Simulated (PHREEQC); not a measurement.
Dissolve 130 mmol/kgw NaBF4 at 85 °C. Closed to the air; pH follows from the charge balance.

The numbers come from PHREEQC with the ion-association model, wateq4f.dat.

Precipitation was switched off in this run.

### Question
What pH does the model give?

### Answer
pH 2.84.

### Question
In which forms is B present?

### Answer
BF4- 90 %, BF3OH- 5.4 %, BF2(OH)2- 2.8 %, H3BO3 2.2 % of the B.

Constants without temperature data keep their 25 °C values here. Real BF4- forms and hydrolyses slowly; the run takes it at equilibrium.
